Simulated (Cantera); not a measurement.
Mixture: CH₄ : C₂H₆ : C₃H₈ : O₂ : N₂ = 1 : 0.11 : 0.8 : 15.6 : 82.5 (molar parts), equivalence ratio 0.41, at 0.510 bar, adiabatic and at constant volume. Ignition delay is the time to a rise of 400 K.

Detailed kinetics in Cantera: GRI-Mech 3.0 (53 species, 325 reactions). GRI-Mech 3.0 was tuned for natural gas; its chemistry of propane as a main component is partial and can be far from experiment.

Problem. What does this change do: O2 15.6 to 7.2 parts?

Solution. 
| quantity | before | after |
|---|---|---|
| delay at 1100 K | 60.1 ms | 0.127 s |
| delay at 1175 K | 12.3 ms | 25.5 ms |
| delay at 1250 K | 3.06 ms | 6.23 ms |
| delay at 1325 K | 0.954 ms | 1.89 ms |
| delay at 1400 K | 0.376 ms | 0.709 ms |
| delay at 1475 K | 0.182 ms | 0.324 ms |
| apparent activation energy between 1325 and 1475 K | 180 kJ/mol | 190 kJ/mol |
